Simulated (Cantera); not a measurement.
# Low-pressure radical oxidation in H2/O2

A perfectly stirred reactor is fed with 1.12 % H2, 74.3 % O2, 24.5 % N2, at 0.0132 atm; it is held at 1300 K, and followed from long to short residence time.

Detailed kinetics in Cantera: the H2/O2 subset of GRI-Mech 3.0, which has no nitrogen chemistry. Radical loss at walls, strong at low pressure, is not modelled.

```json
[
 {"τ (s)": "4.3", "x H2": "1.82e-5", "x O2": "0.741", "x OH": "0.000435", "x H": "2.77e-5", "x H2O2": "8.93e-9"},
 {"τ (s)": "2.2", "x H2": "2.68e-5", "x O2": "0.740", "x OH": "0.000531", "x H": "5.03e-5", "x H2O2": "1.05e-8"},
 {"τ (s)": "1.2", "x H2": "3.77e-5", "x O2": "0.739", "x OH": "0.000629", "x H": "8.35e-5", "x H2O2": "1.20e-8"},
 {"τ (s)": "0.60", "x H2": "5.54e-5", "x O2": "0.738", "x OH": "0.000752", "x H": "0.000141", "x H2O2": "1.35e-8"},
 {"τ (s)": "0.31", "x H2": "7.96e-5", "x O2": "0.737", "x OH": "0.000873", "x H": "0.000218", "x H2O2": "1.49e-8"},
 {"τ (s)": "0.16", "x H2": "0.000116", "x O2": "0.736", "x OH": "0.000994", "x H": "0.000311", "x H2O2": "1.62e-8"},
 {"τ (s)": "0.084", "x H2": "0.000170", "x O2": "0.735", "x OH": "0.00111", "x H": "0.000406", "x H2O2": "1.77e-8"},
 {"τ (s)": "0.043", "x H2": "0.000267", "x O2": "0.735", "x OH": "0.00123", "x H": "0.000501", "x H2O2": "1.98e-8"},
 {"τ (s)": "0.023", "x H2": "0.000424", "x O2": "0.734", "x OH": "0.00137", "x H": "0.000584", "x H2O2": "2.27e-8"},
 {"τ (s)": "0.012", "x H2": "0.000710", "x O2": "0.734", "x OH": "0.00155", "x H": "0.000667", "x H2O2": "2.71e-8"},
 {"τ (s)": "0.0061", "x H2": "0.00124", "x O2": "0.735", "x OH": "0.00177", "x H": "0.000740", "x H2O2": "3.32e-8"}
]
```
x: mole fraction; the columns are a selection and need not sum to one.
